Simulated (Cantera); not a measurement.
## V + O2 + N2 + H2O (tantalum, niobium, vanadium and zirconium in process gases)

Charge: 1 mol V, 1.8 mol O2, 0.63 mol N2, 1.2 mol H2O, at 140000 Pa.

Cantera equilibrium calculation (NASA polynomials, part measured and part estimated; ideal gas, pure solids and liquids). Candidate condensed phases: H2O, V, VN, VO, V2O3, V2O4, V2O5; 28 gas species. Condensed phases not in the tables: the oxides between V2O3 and V2O5 other than VO2. Gases not in the tables: V4O10. The numbers say what is thermodynamically allowed, not how fast it happens.

At 923 K the condensed part is V2O5(s). From 1023 K to 1823 K the condensed part is V2O5(l). From 1923 K to 2023 K the condensed part is V2O4(l).

```csv
T (K),x H2O,x O2,x N2,x NO,x OH,x VO2,x O,n V2O5(s),n V2O5(l),n V2O4(l)
923,0.504,0.231,0.265,7.60e-6,4.76e-8,<1e-12,5.07e-12,0.500,0,0
1023,0.504,0.231,0.265,2.44e-5,3.77e-7,<1e-12,1.27e-10,0,0.500,0
1123,0.504,0.231,0.265,6.34e-5,2.07e-6,<1e-12,1.79e-9,0,0.500,0
1223,0.504,0.231,0.265,0.000141,8.60e-6,5.85e-12,1.64e-8,0,0.500,0
1323,0.504,0.231,0.265,0.000279,2.88e-5,2.16e-10,1.08e-7,0,0.500,0
1423,0.504,0.231,0.264,0.000500,8.16e-5,4.70e-9,5.47e-7,0,0.500,0
1523,0.504,0.231,0.264,0.000830,0.000201,6.73e-8,2.24e-6,0,0.500,0
1623,0.504,0.230,0.264,0.00129,0.000445,6.84e-7,7.71e-6,0,0.500,0
1723,0.504,0.230,0.264,0.00191,0.000895,5.25e-6,2.30e-5,0,0.500,0
1823,0.503,0.229,0.263,0.00271,0.00167,3.18e-5,6.10e-5,0,0.500,0
1923,0.454,0.301,0.237,0.00404,0.00297,0.000133,0.000168,0,0,0.500
2023,0.453,0.300,0.236,0.00533,0.00489,0.000425,0.000369,0,0,0.499
```
x: gas mole fraction; n: condensed amount in mol.
